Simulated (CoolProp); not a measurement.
Vapour-liquid equilibrium of CH2F2 (R32) (1) + 1-butene (2) at 310.3 K; x and y are mole fractions of (1).

Model: multi-fluid Helmholtz-energy mixture model, Tillner-Roth 1997 and Lemmon 2005; pair parameters Bell 2016, in CoolProp.

Give the bubble pressure and the first vapour's composition at x = 0.75, 0.85, 0.95. Is there an azeotrope?

x = 0.75: 2300 kPa, y = 0.835; x = 0.85: 2353 kPa, y = 0.873; x = 0.95: 2355 kPa, y = 0.942. y crosses x between x = 0.85 and 0.95: the model has an azeotrope there.

Pair parameters are fitted to limited data, so mixtures are less certain than the pure fluids. With so large a gap from Raoult's law the liquid may split in two, which this calculation doesn't test in full.
